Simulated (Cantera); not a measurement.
## Equilibrium for silicon nitride deposition: SiHCl₃ + NH₃ + H₂

Charge: 1 mol SiHCl₃, a varied amount of NH₃, 1.2 mol H₂, equilibrated at 998 K and 0.910 bar.

Equilibrium computed with Cantera from the NASA thermochemical tables; the gas is ideal and each condensed phase is pure. Candidate condensed phases: NH₄Cl, Si, Si₃N₄; 28 gas species. Rates play no part.

```json
[
 {"n(NH₃) (mol)": "6.2", "x H₂": "0.643", "x N₂": "0.165", "x HCl": "0.189", "x SiCl₄": "0.00301", "x NH₃": "0.000112", "x SiHCl₃": "7.09e-5", "x SiCl₃": "1.57e-6", "x SiH₂Cl₂": "1.80e-7", "n Si₃N₄(s)": "0.318"},
 {"n(NH₃) (mol)": "7.5", "x H₂": "0.657", "x N₂": "0.177", "x HCl": "0.165", "x SiCl₄": "0.00159", "x NH₃": "0.000120", "x SiHCl₃": "4.40e-5", "x SiCl₃": "9.64e-7", "x SiH₂Cl₂": "1.31e-7", "n Si₃N₄(s)": "0.324"},
 {"n(NH₃) (mol)": "9.1", "x H₂": "0.670", "x N₂": "0.188", "x HCl": "0.141", "x SiCl₄": "0.000800", "x NH₃": "0.000128", "x SiHCl₃": "2.62e-5", "x SiCl₃": "5.70e-7", "x SiH₂Cl₂": "9.27e-8", "n Si₃N₄(s)": "0.328"},
 {"n(NH₃) (mol)": "11", "x H₂": "0.681", "x N₂": "0.197", "x HCl": "0.121", "x SiCl₄": "0.000396", "x NH₃": "0.000134", "x SiHCl₃": "1.55e-5", "x SiCl₃": "3.34e-7", "x SiH₂Cl₂": "6.53e-8", "n Si₃N₄(s)": "0.330"},
 {"n(NH₃) (mol)": "13", "x H₂": "0.691", "x N₂": "0.205", "x HCl": "0.104", "x SiCl₄": "0.000210", "x NH₃": "0.000139", "x SiHCl₃": "9.63e-6", "x SiCl₃": "2.06e-7", "x SiH₂Cl₂": "4.76e-8", "n Si₃N₄(s)": "0.331"},
 {"n(NH₃) (mol)": "16", "x H₂": "0.701", "x N₂": "0.212", "x HCl": "0.0865", "x SiCl₄": "9.40e-5", "x NH₃": "0.000145", "x SiHCl₃": "5.28e-6", "x SiCl₃": "1.12e-7", "x SiH₂Cl₂": "3.19e-8", "n Si₃N₄(s)": "0.332"},
 {"n(NH₃) (mol)": "19", "x H₂": "0.708", "x N₂": "0.218", "x HCl": "0.0738", "x SiCl₄": "4.80e-5", "x NH₃": "0.000149", "x SiHCl₃": "3.19e-6", "x SiCl₃": "6.75e-8", "x SiH₂Cl₂": "2.29e-8", "n Si₃N₄(s)": "0.333"},
 {"n(NH₃) (mol)": "23", "x H₂": "0.715", "x N₂": "0.223", "x HCl": "0.0617", "x SiCl₄": "2.27e-5", "x NH₃": "0.000153", "x SiHCl₃": "1.82e-6", "x SiCl₃": "3.83e-8", "x SiH₂Cl₂": "1.57e-8", "n Si₃N₄(s)": "0.333"},
 {"n(NH₃) (mol)": "28", "x H₂": "0.721", "x N₂": "0.228", "x HCl": "0.0512", "x SiCl₄": "1.04e-5", "x NH₃": "0.000157", "x SiHCl₃": "1.02e-6", "x SiCl₃": "2.13e-8", "x SiH₂Cl₂": "1.07e-8", "n Si₃N₄(s)": "0.333"},
 {"n(NH₃) (mol)": "34", "x H₂": "0.726", "x N₂": "0.232", "x HCl": "0.0425", "x SiCl₄": "4.83e-6", "x NH₃": "0.000160", "x SiHCl₃": "5.72e-7", "x SiCl₃": "1.19e-8", "x SiH₂Cl₂": "7.28e-9", "n Si₃N₄(s)": "0.333"},
 {"n(NH₃) (mol)": "41", "x H₂": "0.730", "x N₂": "0.235", "x HCl": "0.0355", "x SiCl₄": "2.30e-6", "x NH₃": "0.000162", "x SiHCl₃": "3.28e-7", "x SiCl₃": "6.82e-9", "x SiH₂Cl₂": "5.03e-9", "n Si₃N₄(s)": "0.333"},
 {"n(NH₃) (mol)": "49", "x H₂": "0.733", "x N₂": "0.237", "x HCl": "0.0298", "x SiCl₄": "1.13e-6", "x NH₃": "0.000164", "x SiHCl₃": "1.93e-7", "x SiCl₃": "4.00e-9", "x SiH₂Cl₂": "3.53e-9", "n Si₃N₄(s)": "0.333"}
]
```
x: gas mole fraction; n: condensed amount in mol.

From 6.2 mol NH₃ to 49 mol NH₃ the condensed part is Si₃N₄(s). The main Si-bearing gas is SiCl₄ throughout.
